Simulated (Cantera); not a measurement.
**HCl + H₂O (abatement and gas-phase synthesis)**

A closed system holds: 1 mol HCl, a varied amount of H₂O, equilibrated at 2752 °C and 12.0 mbar.

Method: chemical equilibrium by Gibbs-energy minimisation in Cantera with the NASA 1993 tables (ideal gas, pure condensed phases). Candidate condensed phases: H₂O; 14 gas species. Equilibrium is a limit: real reactors are often held back by kinetics, nucleation or transport.

| n(H₂O) (mol) | x H | x Cl | x O | x HCl | x H₂ | x OH | x H₂O | x O₂ |
|---|---|---|---|---|---|---|---|---|
| 0.054 | 0.373 | 0.440 | 0.0208 | 0.0999 | 0.0576 | 0.00526 | 0.00240 | 0.000342 |
| 0.24 | 0.396 | 0.353 | 0.0697 | 0.0849 | 0.0649 | 0.0187 | 0.00903 | 0.00383 |
| 0.44 | 0.413 | 0.291 | 0.101 | 0.0731 | 0.0706 | 0.0283 | 0.0143 | 0.00811 |
| 0.63 | 0.425 | 0.250 | 0.122 | 0.0645 | 0.0747 | 0.0349 | 0.0181 | 0.0117 |
| 0.82 | 0.434 | 0.219 | 0.136 | 0.0577 | 0.0778 | 0.0400 | 0.0212 | 0.0146 |
| 1 | 0.441 | 0.196 | 0.147 | 0.0524 | 0.0802 | 0.0437 | 0.0235 | 0.0170 |
| 1.2 | 0.447 | 0.175 | 0.156 | 0.0476 | 0.0824 | 0.0471 | 0.0257 | 0.0192 |
| 1.4 | 0.451 | 0.159 | 0.163 | 0.0435 | 0.0843 | 0.0499 | 0.0275 | 0.0211 |
| 1.6 | 0.456 | 0.145 | 0.170 | 0.0401 | 0.0858 | 0.0522 | 0.0291 | 0.0227 |
x: gas mole fraction; nothing condenses.

From 0.054 mol H₂O to 1.6 mol H₂O nothing is condensed.
